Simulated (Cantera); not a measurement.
# Transport properties of process gases

Gas mixture: 100 % N₂O, at 248 Torr, frozen composition.

Cantera's kinetic-theory transport with the Lennard-Jones parameters of GRI-Mech 3.0, ideal gas; thermal conductivity in the multicomponent form.

```csv
T (K),ρ (kg/m³),cp (J/kg/K),μ (µPa s),λ (mW/m/K),Pr,D (cm²/s) CH₃,D (cm²/s) CO₂,D (cm²/s) C₂H₂
400,0.437,970.3,19.5,25.3,0.746,0.899,0.590,0.646
500,0.349,1043,23.6,33.0,0.745,1.34,0.893,0.974
600,0.291,1101,27.3,40.4,0.744,1.86,1.24,1.35
700,0.250,1150,30.8,47.7,0.743,2.43,1.64,1.78
800,0.218,1192,34.0,54.7,0.742,3.06,2.07,2.24
900,0.194,1227,37.1,61.4,0.741,3.74,2.54,2.75
1000,0.175,1255,40.0,67.9,0.740,4.48,3.05,3.30
```
D: mixture-averaged diffusion coefficient of that species in the mixture.
